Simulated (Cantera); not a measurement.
An isothermal, constant-pressure homogeneous reactor starts with CH₄ : N₂ = 1 : 16 (molar parts), at 1450 K and 225 Torr.

Model: GRI-Mech 3.0 (53 species, 325 reactions), integrated in Cantera. GRI-Mech 3.0 stops at C3 and has no aromatics, soot or wall deposition, so with more carbon than oxygen in the feed, carbon stays in small species such as C2H2 where larger ones or solid carbon would form.

x: mole fraction; the columns are a selection and need not sum to one.

```
t (s)      x CH₄     x C₂H      x H₂    x C₂H₂     x HCN
--------  ------  --------  --------  --------  --------
2.00e-6   0.0588    <1e-12  9.64e-10    <1e-12    <1e-12
9.71e-6   0.0588    <1e-12   1.28e-8    <1e-12    <1e-12
4.72e-5   0.0588    <1e-12   8.57e-8    <1e-12    <1e-12
0.000229  0.0588    <1e-12   4.42e-7    <1e-12    <1e-12
0.00111   0.0588    <1e-12   2.18e-6  4.21e-12    <1e-12
0.00540   0.0588    <1e-12   1.17e-5   2.47e-9    <1e-12
0.0262    0.0587    <1e-12       ___       ___    <1e-12
0.127     0.0575  1.55e-11       ___       ___  1.12e-11
0.618     0.0512  2.41e-10   0.00990   0.00278  2.97e-10
3.00      0.0362  7.14e-10    0.0317    0.0104   2.28e-9
```

Task: Complete the blanks.

Result: 
- 0.0262, x H₂: 9.36e-5
- 0.0262, x C₂H₂: 7.09e-7
- 0.127, x H₂: 0.00124
- 0.127, x C₂H₂: 0.000107
